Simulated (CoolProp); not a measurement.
CH2F2 (R32) along the isotherm -41.05 °C: density (kg/m³) from the reference equation and from simpler models built on Tc = 78.1 °C, pc = 5783 kPa, ω = 0.277; each cubic takes its own stable root.

Computed with CoolProp (reference Helmholtz-energy equation of state, Tillner-Roth 1997).

```csv
p (kPa),phase,reference
27.4,gas,0.7453
48.8,gas,1.337
86.7,gas,2.407
154,gas,4.382
274,liquid,1183
488,liquid,1184
867,liquid,1185
1540,liquid,1186
2740,liquid,1188
4880,liquid,1192
8670,liquid,1200
```

Question: How far does each simpler model (van der Waals, Redlich-Kwong, Soave-Redlich-Kwong, Peng-Robinson) lie from the reference over these 11 states: mean and median of the absolute difference, and the worst?

Answer: 
- van der Waals: mean 40.5 %, median 47.9 %, worst -99.4 % at -41.05 °C and 274 kPa
- Redlich-Kwong: mean 23.0 %, median 24.6 %, worst -99.3 % at -41.05 °C and 274 kPa
- Soave-Redlich-Kwong: mean 14.3 %, median 21.8 %, worst -22.0 % at -41.05 °C and 274 kPa
- Peng-Robinson: mean 7.8 %, median 11.8 %, worst -11.8 % at -41.05 °C and 274 kPa

At some of these states van der Waals, Redlich-Kwong gives the other phase, because its saturation line lies elsewhere.
